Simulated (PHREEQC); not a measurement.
Solution (20 °C): 0.95 mol MgSO4, 0.14 mol H3BO3 and 0.082 mol KBr per kg of water. Closed to the air; pH follows from the charge balance.

All values are PHREEQC results (Pitzer model, pitzer.dat), not measurements.

Problem. The ionic strength comes out as 3.88 mol/kgw. What activity coefficients do SO4-2, Mg+2, HSO4-, Br-, K+ get?

Solution. SO4-2 0.022, Mg+2 0.15, HSO4- 0.64, Br- 0.63, K+ 0.54. Single-ion values are on the MacInnes scale.

No solid was allowed to form. Complexes and solids missing from the database can't appear. In brines, pH and single-ion activities rest on the MacInnes convention.
